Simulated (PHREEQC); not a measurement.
PHREEQC input (ion-association model, wateq4f.dat):

```
SOLUTION_MASTER_SPECIES
  An  An-  0  An  62.0  # stands for a non-complexing anion
SOLUTION_SPECIES
  An- = An-
    -log_k 0
    -gamma 3.0 0
PHASES
  Fix_H+
    H+ = H+
    -log_k 0
SOLUTION 1
  temp 25
  units mmol/kgw
  pH 7 charge
  S(6) 0.02
  Cu(2) 0.02
  Na 300
  An 300
END
SELECTED_OUTPUT 1
  -reset false
  -pH true
  -pe true
  -ionic_strength true
  -water true
  -totals Cu Na S Cu(1) Cu(2) S(-2) S(6)
  -molalities Hfo_wOH Hfo_wOH2+ Hfo_wO- Hfo_sOH Hfo_sOH2+ Hfo_sO- Hfo_sOCu+ Hfo_wOCu+ Hfo_wSO4- Hfo_wOHSO4-2
  -saturation_indices Cu(OH)2 Brochantite Antlerite Mirabilite Chalcanthite
USER_PUNCH 1
  -headings sigma psi
  10 PUNCH EDL("sigma", "Hfo"), EDL("psi", "Hfo")
PRINT
  -reset false
USE solution 1
SURFACE 1
  Hfo_wOH 0.00449438 600 2
  Hfo_sOH 0.00011236
EQUILIBRIUM_PHASES 1
  Fix_H+ -4 HAn 10
    -force_equality true
  O2(g) -0.68 10
END
# ... the last block is repeated for the other 16 points of pH, with NaOH or the acid as the point needs
```

Selected output (columns that matter, 17 of 17 rows; pH added in front):

```
pH	mu	Cu	Na	S	m_Hfo_wOH	m_Hfo_wOH2+	m_Hfo_wO-	si_Cu(OH)2	si_Brochantite	si_Antlerite	si_Mirabilite	si_Chalcanthite	sigma	psi
4	0.30233	1.747e-05	0.3	5.3083e-07	0.00025365	0.0042205	3.4924e-07	-5.945	-19.568	-15.213	-7.2739	-9.6955	0.34618	0.12239
4.38	0.30211	1.1401e-05	0.3	6.4017e-07	0.00050588	0.0039661	1.4782e-06	-5.3703	-17.947	-14.167	-7.1917	-9.7986	0.32513	0.11924
4.75	0.30186	4.3624e-06	0.3	8.7556e-07	0.00087989	0.0035875	4.9438e-06	-5.0475	-17.259	-13.802	-7.0553	-10.079	0.29371	0.11415
5.12	0.30159	1.1283e-06	0.3	1.3844e-06	0.0013477	0.0031111	1.3373e-05	-4.8948	-17.19	-13.885	-6.856	-10.468	0.25383	0.10687
5.5	0.30131	2.4853e-07	0.3	2.5168e-06	0.001856	0.0025866	3.0507e-05	-4.7923	-17.28	-14.077	-6.5961	-10.865	0.20933	0.097361
5.88	0.30104	5.4333e-08	0.3	4.8615e-06	0.0023273	0.0020886	5.941e-05	-4.6944	-17.362	-14.258	-6.31	-11.241	0.16623	0.08619
6.25	0.3008	1.2672e-08	0.3	8.7927e-06	0.0027135	0.0016645	0.00010134	-4.5945	-17.445	-14.441	-6.0525	-11.624	0.12841	0.074078
6.62	0.3006	3.1794e-09	0.3	1.356e-05	0.0030125	0.0013133	0.00015831	-4.491	-17.583	-14.682	-5.8642	-12.072	0.095529	0.060965
7	0.30042	1.012e-09	0.3	1.7276e-05	0.0032277	0.0010279	0.00023217	-4.3843	-17.811	-15.016	-5.7588	-12.62	0.066561	0.046551
7.38	0.30027	6.0097e-10	0.3	1.9078e-05	0.003361	0.00080859	0.00032004	-4.2799	-18.11	-15.42	-5.7156	-13.233	0.041595	0.031278
7.75	0.30013	6.0115e-10	0.3	1.9716e-05	0.0034283	0.00064341	0.00041849	-4.1806	-18.438	-15.848	-5.7013	-13.859	0.020039	0.015771
8.12	0.30005	7.1787e-10	0.30004	1.9918e-05	0.0034468	0.00051146	0.00053214	-4.0809	-18.775	-16.284	-5.6967	-14.495	-0.00010308	-8.2419e-05
8.5	0.30018	9.0992e-10	0.3003	1.9977e-05	0.0034198	0.00039877	0.00067187	-3.9728	-19.102	-16.719	-5.6948	-15.146	-0.020826	-0.01637
8.88	0.30033	1.1978e-09	0.30058	1.9993e-05	0.0033415	0.00030205	0.00084687	-3.8522	-19.379	-17.117	-5.6939	-15.785	-0.043142	-0.032307
9.25	0.30049	1.6376e-09	0.3009	1.9998e-05	0.0032042	0.00022075	0.0010655	-3.716	-19.575	-17.448	-5.6931	-16.389	-0.067774	-0.047217
9.62	0.3007	2.3713e-09	0.30129	1.9999e-05	0.0029923	0.00015242	0.0013457	-3.5552	-19.671	-17.706	-5.6923	-16.968	-0.096405	-0.061347
10	0.301	3.74e-09	0.3018	1.9999e-05	0.0026851	9.6663e-05	0.0017086	-3.3574	-19.641	-17.873	-5.6912	-17.531	-0.1308	-0.07491
```

The database's constant for dissolved Cu(OH)2 is higher than later reviews accept.
